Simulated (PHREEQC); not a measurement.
## Acid mine or pickling water

Synthetic water in mg/kgw, 60 °C, pH 2.03, pe 12.7:

```
constituent  mg/kgw
-----------  ------
Na              539
K                31
Ca              360
Mg            0.691
Cl              159
S(6) as SO4    2690
Li           0.0755
F             0.229
```

Cl is adjusted to close the charge balance.
Valence states are taken as typed.

All values are PHREEQC results (ion-association model, wateq4f.dat), not measurements.

Each row changes one thing in this solution. Precipitation was switched off in this run.

| case | ionic strength (mol/kgw) | HSO4- (mol/kgw) | SO4-2 (mol/kgw) | Ca+2 (mol/kgw) | CaSO4 (mol/kgw) | K+ (mol/kgw) | SI of Gypsum (CaSO4:2H2O) | SI of Fluorite (CaF2) |
|---|---|---|---|---|---|---|---|---|
| as made | 0.0637 | 0.0126 | 0.0115 | 0.00569 | 0.00294 | 0.000751 | -0.30 | -5.06 |
| all concentrations times 3 at the same typed pH | 0.158 | 0.0307 | 0.0354 | 0.0136 | (withheld) | 0.00212 | +0.31 | (withheld) |
| temperature from 60 to 40 °C at the same typed pH | (withheld) | 0.00952 | 0.0142 | 0.00554 | 0.00317 | 0.000753 | -0.25 | (withheld) |

### Question
Some entries are withheld; supply them.

### Answer

- all concentrations times 3 at the same typed pH, CaSO4 (mol/kgw): 0.0118
- all concentrations times 3 at the same typed pH, SI of Fluorite (CaF2): -3.83
- temperature from 60 to 40 °C at the same typed pH, ionic strength (mol/kgw): 0.0658
- temperature from 60 to 40 °C at the same typed pH, SI of Fluorite (CaF2): -4.59

Some of these states are supersaturated (in Gypsum, for instance). Away from 25 °C the constants follow the database's enthalpies or fits; those with neither stay at their 25 °C values.
